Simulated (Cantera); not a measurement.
An isothermal, constant-pressure homogeneous reactor starts with CH4 : H2 : N2 = 1 : 73 : 3.6 (molar parts), at 2023 K and 0.0263 atm.

Cantera simulation using GRI-Mech 3.0 (53 species, 325 reactions); the numbers are that mechanism's predictions, not measurements. GRI-Mech 3.0 stops at C3 and has no aromatics, soot or wall deposition, so with more carbon than oxygen in the feed, carbon stays in small species such as C2H2 where larger ones or solid carbon would form. Radical loss at walls, strong at low pressure, is not modelled.

x: mole fraction; the columns are a selection and need not sum to one.

```csv
t (s),x CH4,x H2,x H,x C2H6,x CH3
0.000400,0.0128,0.940,0.000240,4.92e-9,6.70e-5
0.000815,0.0127,0.940,0.000490,1.99e-8,0.000133
0.00166,0.0126,0.940,0.000996,7.24e-8,0.000265
0.00338,0.0123,0.939,(withheld),(withheld),(withheld)
0.00688,0.0114,0.937,(withheld),(withheld),(withheld)
0.0140,0.00899,0.936,0.00602,5.48e-7,0.00113
0.0285,0.00527,0.937,0.00751,2.42e-7,0.000828
0.0581,0.00240,0.938,0.00858,5.77e-8,0.000431
0.118,0.000966,0.938,0.00955,1.04e-8,0.000193
0.241,0.000382,0.938,0.0104,1.76e-9,8.27e-5
0.491,0.000157,0.937,0.0109,3.14e-10,3.58e-5
1.00,6.95e-5,0.937,0.0112,6.52e-11,1.63e-5
```

**Question.** What belongs in the gaps?

**Answer.** 
- 0.00338, x H: 0.00200
- 0.00338, x C2H6: 2.23e-7
- 0.00338, x CH3: 0.000514
- 0.00688, x H: 0.00380
- 0.00688, x C2H6: 4.94e-7
- 0.00688, x CH3: 0.000906
